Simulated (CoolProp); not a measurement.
Vapour pressure (bar) of CHF3 (R23): the reference equation beside estimates from Tc = 299.3 K, pc = 48.32 bar, ω = 0.263. Clausius-Clapeyron is anchored at 165.4 K with a constant enthalpy of vaporisation of 18.15 kJ/mol.

Computed with CoolProp (reference Helmholtz-energy equation of state, Penoncello 2003).

```json
[
 {"T (K)": "153.6", "reference": "0.06144", "Lee-Kesler": "0.05649", "Clausius-Clapeyron": "0.06320", "van der Waals": "1.599", "Redlich-Kwong": "0.1555", "Soave-Redlich-Kwong": "0.05792", "Peng-Robinson": "0.06196"},
 {"T (K)": "155.9", "reference": "0.07637", "Lee-Kesler": "0.07057", "Clausius-Clapeyron": "0.07794", "van der Waals": "1.763", "Redlich-Kwong": "0.1891", "Soave-Redlich-Kwong": "0.07225", "Peng-Robinson": "0.07689"},
 {"T (K)": "158.3", "reference": "0.09509", "Lee-Kesler": "0.08831", "Clausius-Clapeyron": "0.09637", "van der Waals": "1.946", "Redlich-Kwong": "0.2302", "Soave-Redlich-Kwong": "0.09027", "Peng-Robinson": "0.09557"},
 {"T (K)": "160.7", "reference": "0.1175", "Lee-Kesler": "0.1097", "Clausius-Clapeyron": "0.1184", "van der Waals": "2.143", "Redlich-Kwong": "0.2781", "Soave-Redlich-Kwong": "0.1119", "Peng-Robinson": "0.1179"},
 {"T (K)": "163", "reference": "0.1429", "Lee-Kesler": "0.1340", "Clausius-Clapeyron": "0.1434", "van der Waals": "2.344", "Redlich-Kwong": "0.3311", "Soave-Redlich-Kwong": "0.1366", "Peng-Robinson": "0.1433"},
 {"T (K)": "165.4", "reference": "0.1742", "Lee-Kesler": "0.1641", "Clausius-Clapeyron": "0.1742", "van der Waals": "2.567", "Redlich-Kwong": "0.3947", "Soave-Redlich-Kwong": "0.1669", "Peng-Robinson": "0.1744"},
 {"T (K)": "167.8", "reference": "0.2108", "Lee-Kesler": "0.1995", "Clausius-Clapeyron": "0.2103", "van der Waals": "2.805", "Redlich-Kwong": "0.4675", "Soave-Redlich-Kwong": "0.2027", "Peng-Robinson": "0.2108"},
 {"T (K)": "170.1", "reference": "0.2517", "Lee-Kesler": "0.2393", "Clausius-Clapeyron": "0.2508", "van der Waals": "3.047", "Redlich-Kwong": "0.5468", "Soave-Redlich-Kwong": "0.2427", "Peng-Robinson": "0.2515"},
 {"T (K)": "172.5", "reference": "0.3010", "Lee-Kesler": "0.2874", "Clausius-Clapeyron": "0.2998", "van der Waals": "3.315", "Redlich-Kwong": "0.6404", "Soave-Redlich-Kwong": "0.2911", "Peng-Robinson": "0.3006"},
 {"T (K)": "174.9", "reference": "0.3580", "Lee-Kesler": "0.3432", "Clausius-Clapeyron": "0.3566", "van der Waals": "3.598", "Redlich-Kwong": "0.7458", "Soave-Redlich-Kwong": "0.3471", "Peng-Robinson": "0.3572"},
 {"T (K)": "177.2", "reference": "0.4205", "Lee-Kesler": "0.4047", "Clausius-Clapeyron": "0.4193", "van der Waals": "3.885", "Redlich-Kwong": "0.8590", "Soave-Redlich-Kwong": "0.4088", "Peng-Robinson": "0.4193"},
 {"T (K)": "179.6", "reference": "0.4949", "Lee-Kesler": "0.4782", "Clausius-Clapeyron": "0.4943", "van der Waals": "4.201", "Redlich-Kwong": "0.9908", "Soave-Redlich-Kwong": "0.4823", "Peng-Robinson": "0.4932"},
 {"T (K)": "181.9", "reference": "0.5757", "Lee-Kesler": "0.5583", "Clausius-Clapeyron": "0.5764", "van der Waals": "4.519", "Redlich-Kwong": "1.131", "Soave-Redlich-Kwong": "0.5624", "Peng-Robinson": "0.5736"},
 {"T (K)": "184.3", "reference": "0.6711", "Lee-Kesler": "0.6532", "Clausius-Clapeyron": "0.6739", "van der Waals": "4.868", "Redlich-Kwong": "1.293", "Soave-Redlich-Kwong": "0.6572", "Peng-Robinson": "0.6684"}
]
```

Absolute difference from the reference over all 14 rows, mean and median: Lee-Kesler 5.2 and 5.1 %, Clausius-Clapeyron 0.7 and 0.4 %, van der Waals 1316.1 and 1170.6 %, Redlich-Kwong 120.8 and 119.5 %, Soave-Redlich-Kwong 3.8 and 3.7 %, Peng-Robinson 0.3 and 0.3 %.
